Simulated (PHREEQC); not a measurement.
H3PO4 is added in steps, without added water, to 1 kg of water holding 0.0037 mol/kgw ZnSO4 and 0.00078 mol/kgw NaOH, at 90 °C. Oxygen alone is held at its pressure in air (log pO2 = -0.68). CO2 from the air is kept out. Precipitation was switched off in this run.

Base run: PHREEQC, ion-association model, wateq4f.dat. Each further column changes one thing. The table gives pH.

| H3PO4 added (mol) | base | ZnSO4 left out | ZnSO4 replaced by (NH4)2SO4 at the same molality | NaOH left out |
|---|---|---|---|---|
| 0 | 6.92 | ? | 6.76 | ? |
| 0.0004375 | 6.35 | ? | 6.26 | ? |
| 0.001021 | 3.98 | 3.73 | 4.03 | ? |
| 0.001458 | 3.54 | 3.31 | 3.59 | 3.19 |
| 0.002042 | 3.28 | 3.07 | 3.33 | 3.06 |
| 0.002479 | 3.16 | ? | 3.20 | 2.98 |
| 0.003063 | 3.04 | 2.86 | 3.08 | 2.90 |
| 0.0035 | 2.97 | 2.80 | 3.01 | 2.85 |

Question: Complete the blanks.

Answer: 
- 0, ZnSO4 left out: 9.31
- 0, NaOH left out: 5.12
- 0.0004375, ZnSO4 left out: 7.51
- 0.0004375, NaOH left out: 3.69
- 0.001021, NaOH left out: 3.34
- 0.002479, ZnSO4 left out: 2.96

In at least one series the solution becomes supersaturated in solids that the run did not let form, among them Zincite(c), Zn3(PO4)2:4w. H3PO4, which wateq4f.dat lacks, is added to it with the constant of phreeqc.dat. Constants without temperature data keep their 25 °C values here. The database has no phosphate complexes of Zn.
